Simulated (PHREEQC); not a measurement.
A solution holds 0.068 mol/kgw H2SO4, 0.05 mol/kgw Al2(SO4)3 and 0.15 mol/kgw Na2SO4, at 15 °C. Closed to the air; pH follows from the charge balance.

Equilibrium calculation in PHREEQC: ion-association model, wateq4f.dat.

No solid was allowed to form.

**Question.** Predict the pH.

**Answer.** pH 1.48.

**Question.** In which forms is Al present?

**Answer.** AlSO4+ 55 %, Al(SO4)2- 39 %, Al+3 6.2 % of the Al.
